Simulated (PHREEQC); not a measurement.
A solution holds 5.4 mmol/kgw MnCl2, 31 mmol/kgw LiCl and 12 mmol/kgw NH4HCO3, at 5 °C. Closed to the air; pH follows from the charge balance.

All values are PHREEQC results (ion-association model, wateq4f.dat), not measurements.

| quantity | before | after |
|---|---|---|
| pH | 7.48 | 7.58 |
| ionic strength (mol/kgw) | 0.0539 | 0.0541 |
| HCO3- (mol/kgw) | 0.00916 | 0.00946 |
| CO2 (mol/kgw) | 0.000815 | 0.000678 |
| NH3 (mol/kgw) | 3.72e-5 | 4.61e-5 |
| CO3-2 (mol/kgw) | 1.36e-5 | 1.74e-5 |

Name the change that produced these shifts.
A) 0.00032 mol/kgw Na2CO3 added
B) temperature from 5 to 75 °C
C) MnCl2 left out
D) temperature from 5 to 45 °C

A, 0.00032 mol/kgw Na2CO3 added

No solid was allowed to form. Some of these states are supersaturated (in Rhodochrosite, for instance). Carbamate, which ammonia and carbonate form, is missing from the database. Away from 25 °C the constants follow the database's enthalpies or fits; those with neither stay at their 25 °C values.
